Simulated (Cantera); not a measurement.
**CH₂F₂ + HCl (fluorocarbon and chlorocarbon gases)**

Feed: 1 mol CH₂F₂, 0.89 mol HCl, held at 1950 K and 1.10e-5 bar.

These are equilibrium values from Cantera (NASA tables, ideal gas, pure condensed phases), not measurements of a reactor. Candidate condensed phases: C, C₆H₆, C₇H₈, C₈H₁₈; 118 gas species. Equilibrium is a limit: real reactors are often held back by kinetics, nucleation or transport.

The x(HF) is 0.614 and the x(Cl) is 0.153. The x(HCl) is 0.120, the x(H) is 0.0704 and the x(H₂) is 0.0415. The x(F) is 0.000348 and the x(C₂H₂ (acetylene)) is 2.27e-5. The x(CF) is 1.25e-6 and the n(C(graphite)) comes out as 1.000 mol. The gas amount is 3.254 mol.
